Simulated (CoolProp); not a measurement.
The numbers come from the reference Helmholtz-energy equation of state, Bücker 2006 in CoolProp.

Task: For ethane, give the phase and the density (kg/m³), cp (kJ/(kg K)), cv (kJ/(kg K)), speed of sound (m/s) at -119.45 °C and 0.0349 MPa; -119.45 °C and 0.12 MPa; -119.45 °C and 3.21 MPa.

Result: 
- -119.45 °C and 0.0349 MPa: liquid; density 581, cp 2.34, cv 1.44, speed of sound 1550
- -119.45 °C and 0.12 MPa: liquid; density 581, cp 2.34, cv 1.44, speed of sound 1550
- -119.45 °C and 3.21 MPa: liquid; density 583, cp 2.33, cv 1.44, speed of sound 1570
